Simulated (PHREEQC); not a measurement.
# Nickel, zinc or cadmium bath (model solution)

Dissolve 0.015 mol ZnSO4 and 7.3e-05 mol NaOH per kg of water at 65 °C. Closed to the air; pH follows from the charge balance.

Computed with PHREEQC (ion-association model, wateq4f.dat).

Each row changes one thing in this solution. No solid was allowed to form.

```json
[
 {"case": "as made", "pH": "5.95", "ionic strength (mol/kgw)": "0.0360"},
 {"case": "diluted 100-fold with water", "pH": "5.94", "ionic strength (mol/kgw)": "0.000578"},
 {"case": "ZnSO4 replaced by Zn(NO3)2 at the same molality", "pH": "5.74", "ionic strength (mol/kgw)": "0.0449"},
 {"case": "diluted 2-fold with water", "pH": "5.87", "ionic strength (mol/kgw)": "0.0200"},
 {"case": "ZnSO4 replaced by KHSO4 at the same molality", "pH": "2.18", "ionic strength (mol/kgw)": "0.0290"},
 {"case": "temperature from 65 to 50 °C", "pH": "6.32", "ionic strength (mol/kgw)": "0.0366"},
 {"case": "NaOH left out", "pH": "5.23", "ionic strength (mol/kgw)": "0.0360"},
 {"case": "ZnSO4 left out", "pH": "8.78", "ionic strength (mol/kgw)": "7.30e-5"}
]
```

Some of these states are supersaturated (in Zincite(c) (slow to form), for instance). At this temperature some constants are extrapolated from 25 °C, and those without enthalpy data are left unchanged.
